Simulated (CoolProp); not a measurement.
Vapour-liquid equilibrium of R141b (1) + n-pentane (2) at 0.00144 MPa; x and y are mole fractions of (1).

Values from CoolProp's multi-fluid Helmholtz-energy mixture model, Lemmon 2006 and Thol 2019; pair parameters Bell 2016.

Give the bubble temperature and the first vapour's composition at x = 0.05, 0.35, 0.5. Is there an azeotrope?

x = 0.05: -50.1 °C, y = 0.106; x = 0.35: -52.2 °C, y = 0.422; x = 0.5: -52.4 °C, y = 0.521. y crosses x between x = 0.5 and 0.65: the model has an azeotrope there.

Pair parameters are fitted to limited data, so mixtures are less certain than the pure fluids.
